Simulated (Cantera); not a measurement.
An isothermal, constant-pressure homogeneous reactor starts with N2O : H2O = 1 : 0.0098 (molar parts), at 1300 K and 0.0267 bar.

Model: GRI-Mech 3.0 (53 species, 325 reactions), integrated in Cantera. GRI-Mech 3.0 was tuned for natural gas; its chemistry of N2O as a main component is partial and can be far from experiment. Radical loss at walls, strong at low pressure, is not modelled. The mechanism lacks the step 2 NO + O2 → 2 NO2, which can matter for NO2 below about 1400 K. The temperature is held fixed by assumption; the heat of reaction is taken as removed at once.

x: mole fraction; the columns are a selection and need not sum to one.

| t (s) | x N2O | x H2O | x N2 | x HO2 | x H2 | x O2 |
|---|---|---|---|---|---|---|
| 0.000200 | 0.990 | 0.00970 | 1.33e-5 | 1.07e-9 | <1e-12 | 3.51e-6 |
| 0.000462 | 0.990 | 0.00970 | (withheld) | (withheld) | 2.55e-12 | (withheld) |
| 0.00107 | 0.990 | 0.00970 | 8.96e-5 | 6.91e-8 | 3.60e-11 | 3.73e-5 |
| 0.00247 | 0.990 | 0.00970 | 0.000216 | 3.93e-7 | 4.01e-10 | 9.49e-5 |
| 0.00570 | 0.989 | 0.00970 | 0.000509 | 1.71e-6 | 3.28e-9 | 0.000228 |
| 0.0132 | 0.988 | 0.00969 | 0.00119 | 4.45e-6 | 1.57e-8 | 0.000537 |
| 0.0304 | 0.986 | 0.00968 | 0.00276 | 5.09e-6 | 4.43e-8 | 0.00125 |
| 0.0702 | 0.980 | 0.00966 | 0.00640 | 3.74e-6 | 7.57e-8 | 0.00291 |
| 0.162 | 0.967 | 0.00962 | (withheld) | (withheld) | 7.53e-8 | (withheld) |
| 0.375 | 0.937 | 0.00952 | 0.0332 | 1.53e-6 | 5.16e-8 | 0.0152 |
| 0.866 | 0.873 | 0.00931 | 0.0730 | 8.03e-7 | 4.09e-8 | 0.0336 |
| 2.00 | 0.746 | 0.00890 | 0.152 | 3.63e-7 | 3.87e-8 | 0.0703 |

**Question.** Some entries are withheld; supply them.

**Answer.** 
- 0.000462, x N2: 3.54e-5
- 0.000462, x HO2: 9.63e-9
- 0.000462, x O2: 1.28e-5
- 0.162, x N2: 0.0147
- 0.162, x HO2: 2.50e-6
- 0.162, x O2: 0.00669
